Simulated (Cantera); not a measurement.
A Cantera script and its output.

```python
import numpy as np
import cantera as ct

surf = ct.Interface("ptcombust.yaml", "Pt_surf")
gas = surf.adjacent["gas"]
gas.TPX = 300, 34000, {'CH4': 0.017, 'O2': 0.055, 'N2': 0.79}
jet = ct.ImpingingJet(gas=gas, width=0.04, surface=surf)
jet.inlet.mdot, jet.inlet.T, jet.inlet.X = 0.074, 300, {'CH4': 0.017, 'O2': 0.055, 'N2': 0.79}
jet.set_refine_criteria(ratio=10, slope=0.2, curve=0.3)
show, cover = ['CH4', 'O2', 'H2O', 'OH', 'CO', 'CO2'], ["PT(S)", "H(S)", "O(S)", "OH(S)", "CO(S)", "C(S)"]

rows = []
print(f"{'Ts/K':>7s}" + "".join(f"{s:>11s}" for s in show + cover) + "   (gas at the wall, coverages)")
for i, Ts in enumerate([850, 900, 950, 1000, 1050, 1100, 1150]):
    jet.surface.T = Ts
    if i == 0:
        surf.TP = Ts, 34000
        surf.coverages = "PT(S):0.5, O(S):0.5"
        surf.advance_coverages(1.0)
        jet.set_initial_guess(products="inlet")
    jet.solve(loglevel=0, auto=(i == 0))
    rows.append([*(jet.X[gas.species_index(s), -1] for s in show), *surf[cover].coverages])
    print(f"{Ts:7g}" + "".join(f"{x:11.3e}" for x in rows[-1]))
```

Output:

```
   Ts/K        CH4         O2        H2O         OH         CO        CO2      PT(S)       H(S)       O(S)      OH(S)      CO(S)       C(S)   (gas at the wall, coverages)
    850  1.314e-02  4.985e-02  1.231e-02  4.357e-09  3.334e-06  8.037e-03  1.209e-01  3.420e-08  8.773e-01  1.754e-03  1.554e-05  3.968e-08
    900  8.596e-03  4.024e-02  2.075e-02  1.660e-08  3.156e-06  1.358e-02  1.854e-01  1.207e-07  8.124e-01  2.164e-03  1.250e-05  4.443e-08
    950  5.394e-03  3.349e-02  2.663e-02  4.878e-08  2.774e-06  1.747e-02  2.569e-01  3.116e-07  7.408e-01  2.250e-03  8.472e-06  4.053e-08
   1000  3.538e-03  2.959e-02  3.000e-02  1.263e-07  2.478e-06  1.971e-02  3.297e-01  6.564e-07  6.682e-01  2.138e-03  5.482e-06  3.426e-08
   1050  2.474e-03  2.737e-02  3.190e-02  2.943e-07  2.312e-06  2.097e-02  4.009e-01  1.215e-06  5.972e-01  1.944e-03  3.599e-06  2.863e-08
   1100  1.831e-03  2.605e-02  3.301e-02  6.268e-07  2.258e-06  2.172e-02  4.697e-01  2.065e-06  5.285e-01  1.728e-03  2.450e-06  2.428e-08
   1150  1.424e-03  2.524e-02  3.367e-02  1.239e-06  2.298e-06  2.216e-02  5.349e-01  3.293e-06  4.636e-01  1.516e-03  1.739e-06  2.106e-08
```

Cantera simulation using Deutschmann's 1995 Pt surface mechanism with GRI-Mech 3.0 gas chemistry; the numbers are that mechanism's predictions, not measurements. Catalytic surfaces can have several steady states; this one follows from the mechanism file's or the stated starting coverage.
